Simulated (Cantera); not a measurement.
A freely propagating, adiabatic, planar premixed flame of CH4 : O2 : N2 : H2O = 1 : 1.82 : 6.84 : 0.32 (molar parts), equivalence ratio 1.1, unburnt at 598 K and 10.0 bar; mixture-averaged transport, grid criteria slope 0.08 and curve 0.16, no radiation.

Detailed kinetics in Cantera: GRI-Mech 3.0 (53 species, 325 reactions). Burning velocities carry a grid error of a few per cent, more on coarse grids.

```csv
quantity,before,after
laminar burning velocity,46.7 cm/s,62.9 cm/s
thermal thickness,0.0727 mm,0.0641 mm
peak x(CH2CO),0.000280,0.000291
peak x(HO2),0.000184,0.000200
peak x(CH2),4.38e-5,5.24e-5
```

**Question.** Name the change that produced these shifts.
A. N2 6.84 to 5.2 parts
B. inlet temperature 598 to 675 K
C. inlet temperature 598 to 350 K
D. N2 6.84 to 8.8 parts

**Answer.** B, inlet temperature 598 to 675 K
